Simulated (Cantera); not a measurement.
A closed system holds: 1 mol Si3N4, 0.3 mol H2, at 2000 Pa.

These are equilibrium values from Cantera (NASA tables, ideal gas, pure condensed phases), not measurements of a reactor. Candidate condensed phases: Si, Si3N4; 18 gas species. Mutual solubility and eutectic melting of coexisting phases are not modelled. Gases not in the tables: Si2H6 and higher silanes. Rates play no part.

**Question.** Which condensed phases are stable at each of these points (T (°C)): 1200, 1300, 1400, 1500, 1600, 1700, 1800, 1900, 2000, 2100, 2200, 2300, 2400, 2500?

**Answer.** 
| T (°C) | condensed phases | Si condensed (%) |
|---|---|---|
| 1200 | Si(s) + Si3N4(s) | 100.0 |
| 1300 | Si(s) + Si3N4(s) | 100.0 |
| 1400 | Si(s) + Si3N4(s) | 100.0 |
| 1500 | Si(l) + Si3N4(s) | 100.0 |
| 1600 | Si(l) | 100.0 |
| 1700 | Si(l) | 99.9 |
| 1800 | Si(l) | 99.6 |
| 1900 | Si(l) | 98.7 |
| 2000 | Si(l) | 96.7 |
| 2100 | Si(l) | 91.6 |
| 2200 | Si(l) | 78.8 |
| 2300 | Si(l) | 38.1 |
| 2400 | gas only | 0.0 |
| 2500 | gas only | 0.0 |

From 1200 °C to 1400 °C the condensed part is Si(s) + Si3N4(s). At 1500 °C the condensed part is Si(l) + Si3N4(s). From 1600 °C to 2300 °C the condensed part is Si(l). From 2400 °C to 2500 °C nothing is condensed.
